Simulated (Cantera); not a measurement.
A perfectly stirred reactor is fed with C₃H₈ : O₂ : N₂ = 1 : 8.2 : 30.8 (molar parts), equivalence ratio 0.61, at 0.987 atm; it is adiabatic with a 373 K inlet, and is followed from long to short residence time, starting on the burning branch (τ in s: 0.057, 0.029, 0.014, 0.0073, 0.0037, 0.0018, 0.00092, 0.00046, 0.00023, 0.00012, 5.9e-05, 3e-05, 1.5e-05).

Detailed kinetics in Cantera: GRI-Mech 3.0 (53 species, 325 reactions). GRI-Mech 3.0 was tuned for natural gas; its chemistry of propane as a main component is partial and can be far from experiment.

**Question.** What does this change do: 1.9 parts H2O added?

**Answer.** 
| quantity | before | after |
|---|---|---|
| blow-out, bracketed by the residence times tried | burning at 0.230 ms, out at 0.120 ms | burning at 0.460 ms, out at 0.230 ms |
| x(C₃H₈) at τ = 57.0 ms | 1.40e-6 | 1.83e-6 |
| x(O₂) at τ = 57.0 ms | 0.0779 | 0.0745 |
| x(C₂H₆) at τ = 57.0 ms | 1.05e-9 | 1.27e-9 |
| x(OH) at τ = 57.0 ms | 0.00146 | 0.00128 |
| x(CH₄) at τ = 57.0 ms | 3.00e-7 | 4.88e-7 |
| x(C₃H₈) at τ = 0.920 ms | 2.39e-5 | 3.17e-5 |
| x(O₂) at τ = 0.920 ms | 0.0814 | 0.0784 |
| x(C₂H₆) at τ = 0.920 ms | 4.56e-8 | 6.53e-8 |
| x(OH) at τ = 0.920 ms | 0.00355 | 0.00318 |
| x(CH₄) at τ = 0.920 ms | 3.90e-6 | 6.93e-6 |

**Question.** What does this change do: C3H8 1 to 1.5 parts?

**Answer.** 
```
quantity                                                                        before                                after
------------------------------------------------  ------------------------------------  -----------------------------------
blow-out, bracketed by the residence times tried  burning at 0.230 ms, out at 0.120 ms  burning at 0.120 ms, out at 59.0 µs
x(C₃H₈) at τ = 57.0 ms                                                         1.40e-6                              2.98e-7
x(O₂) at τ = 57.0 ms                                                            0.0779                               0.0198
x(C₂H₆) at τ = 57.0 ms                                                         1.05e-9                              1.33e-9
x(OH) at τ = 57.0 ms                                                           0.00146                              0.00447
x(CH₄) at τ = 57.0 ms                                                          3.00e-7                              2.51e-7
x(C₃H₈) at τ = 0.920 ms                                                        2.39e-5                              9.26e-6
x(O₂) at τ = 0.920 ms                                                           0.0814                               0.0298
x(C₂H₆) at τ = 0.920 ms                                                        4.56e-8                              3.51e-8
x(OH) at τ = 0.920 ms                                                          0.00355                              0.00786
x(CH₄) at τ = 0.920 ms                                                         3.90e-6                              2.97e-6
```
